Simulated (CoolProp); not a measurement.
Vapour-liquid equilibrium of dimethyl ether (1) + n-butane (2) at 35.55 °C; x and y are mole fractions of (1).

Computed with CoolProp (multi-fluid Helmholtz-energy mixture model, Wu 2011 and Bücker 2006; pair parameters Bell 2016).

| x | bubble pressure, mixture model (kPa) | bubble pressure, Raoult's law (kPa) | y, mixture model | y, Raoult's law |
|---|---|---|---|---|
| 0.05 | 373.1 | 356.5 | 0.139 | 0.111 |
| 0.2 | 476.1 | 425.1 | 0.406 | 0.372 |
| 0.35 | 559.7 | 493.8 | 0.566 | 0.561 |
| 0.5 | 628.5 | 562.4 | 0.681 | 0.703 |
| 0.65 | 686.5 | 631.1 | 0.776 | 0.815 |
| 0.8 | 736.3 | 699.7 | 0.866 | 0.905 |
| 0.95 | 778.9 | 768.4 | 0.964 | 0.978 |

The largest gap from Raoult's law is +13.3 % in bubble pressure, at x = 0.35. No azeotrope shows between x = 0.05 and 0.95.

The pair parameters rest on a limited set of measurements; away from them the model extrapolates.
